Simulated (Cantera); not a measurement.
Mixture: 4.13 % CH4, 0.145 % C2H6, 13.1 % O2, 82.6 % N2, equivalence ratio 0.67, at 1.00 bar, adiabatic and at constant volume. Ignition delay is the time to a rise of 400 K.

Model: GRI-Mech 3.0 (53 species, 325 reactions), integrated in Cantera.

**Question.** Predict: delay at 1050 K; delay at 1125 K; delay at 1200 K; delay at 1275 K; delay at 1350 K; delay at 1425 K; apparent activation energy between 1275 and 1425 K.

**Answer.** 
```
Quantity                                                 Value
--------------------------------------------------  ----------
delay at 1050 K                                        0.187 s
delay at 1125 K                                        65.6 ms
delay at 1200 K                                        23.8 ms
delay at 1275 K                                        8.89 ms
delay at 1350 K                                        3.44 ms
delay at 1425 K                                        1.40 ms
apparent activation energy between 1275 and 1425 K  190 kJ/mol
```
